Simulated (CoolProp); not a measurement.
Properties of the fluoroketone C6F12O (FK-5-1-12) along the isobar 2.67 MPa (Tc = 168.7 °C, pc = 1.869 MPa, ω = 0.471).

Values from CoolProp's reference Helmholtz-energy equation of state, McLinden 2015.

```
T (°C)          phase  density (kg/m³)  speed of sound (m/s)  Joule-Thomson coefficient (K/MPa)  expansivity (1/kK)
------  -------------  ---------------  --------------------  ---------------------------------  ------------------
-62.25         liquid             1851                 800.1                            -0.3414               1.426
-32.85         liquid             1773                 704.4                            -0.3315               1.496
-3.55          liquid             1694                 611.9                            -0.3070               1.612
25.85          liquid             1612                 522.5                            -0.2633               1.787
55.15          liquid             1524                 437.0                            -0.1920               2.049
84.45          liquid             1428                 355.1                           -0.07404               2.456
113.85         liquid             1316                 275.5                             0.1440               3.170
143.15         liquid             1176                 195.5                             0.6585               4.781
172.55  supercritical            948.8                 105.2                              3.052               12.26
```
